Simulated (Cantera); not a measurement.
A closed system holds: 1 mol BN, 0.052 mol N2, equilibrated at 2050 K and 8.80 mbar.

Cantera equilibrium calculation (NASA polynomials, part measured and part estimated; ideal gas, pure solids and liquids). Candidate condensed phases: B, BN; 5 gas species. The numbers say what is thermodynamically allowed, not how fast it happens.

Base state: N2 1.000 (mole fractions); condensed: BN(s).

Question: What changes in the equilibrium state with this change: temperature from 2050 K to 2925 K?

Answer: 
```
species      before     after
----------  -------  --------
N2            1.000     0.678
B           5.68e-6     0.316
BN          5.14e-7   0.00508
B2            <1e-9  0.000244
N           1.94e-8   7.45e-5
BN(s), mol     1.00         0
B(l), mol         0     0.739
```
